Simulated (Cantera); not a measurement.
Input: 1 mol SiC, 0.032 mol N₂O, 28 mol N₂, equilibrated at 1577 °C and 2.50 bar.

Cantera equilibrium calculation (NASA polynomials, part measured and part estimated; ideal gas, pure solids and liquids). Candidate condensed phases: C, Si, SiC, SiO₂, Si₂N₂O, Si₃N₄; 34 gas species. Mutual solubility and eutectic melting of coexisting phases are not modelled. Equilibrium is a limit: real reactors are often held back by kinetics, nucleation or transport.

Base state: N₂ 0.999, CO 0.00113, SiO 1.23e-5 (mole fractions); condensed: SiC(s) + Si₃N₄(s).

Task: What changes in the equilibrium state with this change: 0.1 mol CO₂ added?

Result: 
```tsv
species	before	after
N₂	0.999	0.993
CO	0.00113	0.00665
SiO	1.23e-5	6.13e-5
SiC(s), mol	0.968	0.913
Si₃N₄(s), mol	0.0104	0
Si₂N₂O(s), mol	0	0.0429
```
